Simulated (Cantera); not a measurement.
Mixture: 22.8 % H₂, 17.0 % O₂, 56.1 % N₂, 4.10 % H₂O, equivalence ratio 0.67, at 5330 Torr, adiabatic and at constant volume. Ignition delay is the time to a rise of 400 K.

Detailed kinetics in Cantera: the H2/O2 subset of GRI-Mech 3.0, which has no nitrogen chemistry. The hydrogen kinetics of GRI-Mech 3.0 are dated; newer H2 mechanisms differ, most at raised pressure.

At T0 = 1350 K, what is the delay, and which 5 reactions control it most (d ln τ / d ln k, from doubling and halving each rate constant)?

The delay is 4.39 µs.
```csv
reaction,d ln τ / d ln k,faster rate
H + O2 <=> O + OH,-1.34,shortens it
H + O2 + H2O <=> HO2 + H2O,0.25,lengthens it
H + O2 + N2 <=> HO2 + N2,0.25,lengthens it
H2 + O <=> H + OH,-0.21,shortens it
H + O2 + M <=> HO2 + M,0.16,lengthens it
```
